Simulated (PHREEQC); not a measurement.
Buffer (model solution)

Solution (20 °C): 16 mmol/kgw NaHCO3, 0.27 mmol/kgw NaOH and 13 mmol/kgw NaCl. Closed to the air; pH follows from the charge balance.

Computed with PHREEQC (Pitzer model, pitzer.dat).

No solid was allowed to form.

Question: Estimate the pH, ionic strength, osmotic coefficient.

Answer: pH 8.48; ionic strength 0.0296 mol/kgw; osmotic coefficient 0.964.

Question: In which forms is C present?

Answer: HCO3- 97 %, CO3-2 2.4 %, CO2 0.7 % of the C.
